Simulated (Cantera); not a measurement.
An isothermal, constant-pressure homogeneous reactor starts with CH4 : N2 = 1 : 130 (molar parts), at 1550 K and 2400 Pa. Integrator tolerance rtol = 1e-08.

Detailed kinetics in Cantera: GRI-Mech 3.0 (53 species, 325 reactions). GRI-Mech 3.0 stops at C3 and has no aromatics, soot or wall deposition, so with more carbon than oxygen in the feed, carbon stays in small species such as C2H2 where larger ones or solid carbon would form. Radical loss at walls, strong at low pressure, is not modelled.

What does this change do: CH4 1 to 0.71 parts?


```
quantity                                             before                                     after
-----------------  ----------------------------------------  ----------------------------------------
x(CH4) at 8.00 s    0.00101 (gas-phase equilibrium 2.05e-7)  0.000744 (gas-phase equilibrium 8.91e-8)
x(C2H2) at 8.00 s  0.00327 (gas-phase equilibrium 0.000197)  0.00231 (gas-phase equilibrium 0.000103)
x(HCN) at 8.00 s    1.37e-6 (gas-phase equilibrium 0.00718)   1.53e-6 (gas-phase equilibrium 0.00520)
x(C2H6) at 8.00 s    1.54e-7 (gas-phase equilibrium <1e-12)    1.16e-7 (gas-phase equilibrium <1e-12)
x(H) at 8.00 s      1.35e-5 (gas-phase equilibrium 2.18e-5)   1.11e-5 (gas-phase equilibrium 1.84e-5)
x(CH2) at 8.00 s   3.09e-8 (gas-phase equilibrium 1.35e-11)  3.04e-8 (gas-phase equilibrium 8.24e-12)
```

What does this change do: CH4 1 to 4.3 parts?


```json
[
 {"quantity": "x(CH4) at 8.00 s", "before": "0.00101 (gas-phase equilibrium 2.05e-7)", "after": "0.00385 (gas-phase equilibrium 6.26e-6)"},
 {"quantity": "x(C2H2) at 8.00 s", "before": "0.00327 (gas-phase equilibrium 0.000197)", "after": "0.0136 (gas-phase equilibrium 0.00267)"},
 {"quantity": "x(HCN) at 8.00 s", "before": "1.37e-6 (gas-phase equilibrium 0.00718)", "after": "6.98e-7 (gas-phase equilibrium 0.0257)"},
 {"quantity": "x(C2H6) at 8.00 s", "before": "1.54e-7 (gas-phase equilibrium <1e-12)", "after": "5.25e-7 (gas-phase equilibrium 3.46e-12)"},
 {"quantity": "x(H) at 8.00 s", "before": "1.35e-5 (gas-phase equilibrium 2.18e-5)", "after": "2.85e-5 (gas-phase equilibrium 4.41e-5)"},
 {"quantity": "x(CH2) at 8.00 s", "before": "3.09e-8 (gas-phase equilibrium 1.35e-11)", "after": "3.19e-8 (gas-phase equilibrium 1.01e-10)"}
]
```
